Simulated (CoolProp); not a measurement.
Vapour-liquid equilibrium of benzene (1) + n-decane (2) at 237 kPa; x and y are mole fractions of (1).

Values from CoolProp's multi-fluid Helmholtz-energy mixture model, Thol 2012 and Lemmon 2006; pair parameters Bell 2016.

| x | bubble temperature (°C) | y at the bubble point | dew temperature at overall composition x (°C) | liquid density (mol/L) |
|---|---|---|---|---|
| 0.05 | 199.6 | 0.236 | 208.6 | 4.189 |
| 0.2 | 170.5 | 0.665 | 201.4 | 4.799 |
| 0.35 | 150.2 | 0.839 | 193.3 | 5.448 |
| 0.5 | 136.4 | 0.916 | 183.7 | 6.172 |
| 0.65 | 126.6 | 0.955 | 171.9 | 7.026 |
| 0.8 | 118.9 | 0.979 | 155.7 | 8.077 |
| 0.95 | 112.4 | 0.995 | 127.9 | 9.425 |

No azeotrope shows between x = 0.05 and 0.95.

The pair parameters rest on a limited set of measurements; away from them the model extrapolates. The gap from Raoult's law changes sign with composition, which may be real or a fault of the pair parameters; it wasn't checked against measurements.
